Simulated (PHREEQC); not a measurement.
A solution holds 1.3 mmol/kgw KHCO3 and 5.9 mmol/kgw K2HPO4, at 70 °C. Closed to the air; pH follows from the charge balance.

Computed with PHREEQC (ion-association model, phreeqc.dat).

This is a speciation only: nothing precipitates in the calculation.

**Question.** Estimate the pH, ionic strength, specific conductance.

**Answer.** pH 8.58; ionic strength 0.0188 mol/kgw; specific conductance 3130 µS/cm.

**Question.** In which forms is C present?

**Answer.** HCO3- 95 %, CO3-2 4.2 % of the C.

Complexes and solids missing from the database can't appear. Away from 25 °C the constants follow the database's enthalpies or fits; those with neither stay at their 25 °C values.
